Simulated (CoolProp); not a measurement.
Sulfur dioxide along the isobar 16.1 MPa: Z from the reference equation and from simpler models built on Tc = 430.6 K, pc = 7.887 MPa, ω = 0.256; each cubic takes its own stable root.

Model: reference Helmholtz-energy equation of state, Gao 2016, in CoolProp.

| T (K) | phase | reference |
|---|---|---|
| 245.6 | liquid | 0.3307 |
| 265.5 | liquid | 0.3159 |
| 285.3 | liquid | 0.3039 |
| 305.2 | liquid | 0.2945 |
| 325.1 | liquid | 0.2874 |
| 345 | liquid | 0.2826 |
| 364.9 | liquid | 0.2804 |
| 384.7 | liquid | 0.2811 |

Problem. How far does each simpler model (van der Waals, Redlich-Kwong) lie from the reference over these 8 states: mean and median of the absolute difference, and the worst?

Solution. 
- van der Waals: mean 61.0 %, median 61.4 %, worst +66.3 % at 245.6 K and 16.1 MPa
- Redlich-Kwong: mean 15.0 %, median 14.6 %, worst +16.5 % at 384.7 K and 16.1 MPa
